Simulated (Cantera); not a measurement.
A perfectly stirred reactor is fed with C3H8 : O2 : N2 = 1 : 6.17 : 67.9 (molar parts), equivalence ratio 0.81, at 100000 Pa; it is adiabatic with a 773 K inlet, and is followed from long to short residence time, starting on the burning branch (τ in s: 0.024, 0.0079, 0.0027, 0.0009, 0.0003, 0.0001, 3.4e-05, 1.2e-05, 3.9e-06).

Model: GRI-Mech 3.0 (53 species, 325 reactions), integrated in Cantera. GRI-Mech 3.0 was tuned for natural gas; its chemistry of propane as a main component is partial and can be far from experiment.

Task: What does this change do: inlet temperature 773 to 400 K?

Result: 
| quantity | before | after |
|---|---|---|
| blow-out, bracketed by the residence times tried | burning at 0.900 ms, out at 0.300 ms | not reached |
| x(C3H8) at τ = 24.0 ms | 3.85e-6 | 0.0133 |
| x(O2) at τ = 24.0 ms | 0.0162 | 0.0822 |
| x(C2H2) at τ = 24.0 ms | 2.64e-6 | <1e-12 |
| x(CH4) at τ = 24.0 ms | 9.70e-7 | <1e-12 |
| x(H2) at τ = 24.0 ms | 0.000484 | <1e-12 |
| x(C3H8) at τ = 0.300 ms | 0.0133 | 0.0133 |
| x(O2) at τ = 0.300 ms | 0.0822 | 0.0822 |
| x(C2H2) at τ = 0.300 ms | <1e-12 | <1e-12 |
| x(CH4) at τ = 0.300 ms | <1e-12 | <1e-12 |
| x(H2) at τ = 0.300 ms | <1e-12 | <1e-12 |
| state | not reached | not burning at any residence time tried |
